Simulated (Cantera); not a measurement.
Standard-state values (1 bar) from the NASA 1993 polynomials, evaluated with Cantera. Values are per mole of reaction as written; species without (g) are pure solids or liquids, kept so even where they would boil at 1 bar.

Problem. Between 2698 and 2948 K, where is each reaction favourable under standard conditions?
- Ta + 2 NO(g) = TaO2(g) + N2(g)

Solution. 
- Ta + 2 NO(g) = TaO2(g) + N2(g): ΔG° is -378 kJ at 2698 K and -375 kJ at 2948 K; it stays negative (K > 1). ΔH° is -411 kJ and ΔS° -12 J/K at 2948 K.
